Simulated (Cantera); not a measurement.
Input: 1 mol SiCl4, 5.2 mol O2, 47 mol N2, at 977 °C and 17.0 mbar.

These are equilibrium values from Cantera (NASA tables, ideal gas, pure condensed phases), not measurements of a reactor. Candidate condensed phases: Si, SiO2, Si2N2O, Si3N4; 23 gas species. The tables hold silica as quartz up to 1696 K and as liquid above; real silica turns to tridymite and cristobalite and melts near 1996 K. The numbers say what is thermodynamically allowed, not how fast it happens.

Problem. What is the equilibrium state?

Solution. 
```json
{
 "x(N2)": "0.879",
 "x(O2)": "0.0784",
 "x(Cl2)": "0.0320",
 "x(Cl)": "0.0107",
 "x(NO)": "0.000182",
 "x(ClO)": "1.40e-5",
 "n(SiO2(β-quartz))": "1.00 mol",
 "gas_amount": "53.49 mol",
 "log10 activity of Si(s) (absent)": "-25.82"
}
```
